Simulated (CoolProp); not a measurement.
Octamethyltrisiloxane (MDM) along the isobar 21.1 bar: density (kg/m³) from the reference equation and from simpler models built on Tc = 292.2 °C, pc = 14.38 bar, ω = 0.528; each cubic takes its own stable root.

The numbers come from the reference Helmholtz-energy equation of state, Thol 2017 in CoolProp.

```tsv
T (°C)	phase	reference
-64.15	liquid	904.5
-51.95	liquid	892.7
-39.75	liquid	881.0
-27.55	liquid	869.2
-15.35	liquid	857.5
-3.15	liquid	845.7
9.05	liquid	833.8
21.25	liquid	821.9
33.45	liquid	809.9
45.65	liquid	797.8
57.85	liquid	785.6
70.05	liquid	773.2
82.25	liquid	760.7
94.45	liquid	748.0
```

### Question
How far does each simpler model (Redlich-Kwong, Soave-Redlich-Kwong) lie from the reference over these 14 states: mean and median of the absolute difference, and the worst?

### Answer
- Redlich-Kwong: mean 14.8 %, median 14.7 %, worst -16.2 % at -64.15 °C and 21.1 bar
- Soave-Redlich-Kwong: mean 10.9 %, median 10.7 %, worst -14.0 % at -64.15 °C and 21.1 bar
